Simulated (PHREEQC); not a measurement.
Silver or lead bath (model solution)

A solution holds 0.00072 mol/kgw Pb(NO3)2 and 0.0037 mol/kgw KBr, at 90 °C. Closed to the air; pH follows from the charge balance.

Equilibrium calculation in PHREEQC: ion-association model, phreeqc.dat.

```json
{
 "pH": "5.55",
 "ionic_strength": "0.00548 mol/kgw",
 "specific_conductance": "1890 µS/cm"
}
```

```json
[
 {"species": "K+", "molality": "0.00370", "activity": "0.00338", "log γ": "-0.040"},
 {"species": "Br-", "molality": "0.00352", "activity": "0.00321", "log γ": "-0.040"},
 {"species": "NO3-", "molality": "0.00143", "activity": "0.00130", "log γ": "-0.040"},
 {"species": "Pb+2", "molality": "0.000528", "activity": "0.000367", "log γ": "-0.157"},
 {"species": "PbBr+", "molality": "0.000181", "activity": "0.000166", "log γ": "-0.039"},
 {"species": "PbNO3+", "molality": "7.77e-6", "activity": "7.09e-6", "log γ": "-0.039"},
 {"species": "H+", "molality": "3.03e-6", "activity": "2.79e-6", "log γ": "-0.035"},
 {"species": "PbOH+", "molality": "2.81e-6", "activity": "2.57e-6", "log γ": "-0.039"},
 {"species": "OH-", "molality": "1.54e-7", "activity": "1.41e-7", "log γ": "-0.040"},
 {"species": "PbBr2", "molality": "1.04e-7", "activity": "1.04e-7", "log γ": "0.001"}
]
```

This is a speciation only: nothing precipitates in the calculation. Saturation is exceeded, for instance for Pb(OH)2; the values hold only as long as no solid forms. Complexes and solids missing from the database can't appear. Away from 25 °C the constants follow the database's enthalpies or fits; those with neither stay at their 25 °C values.
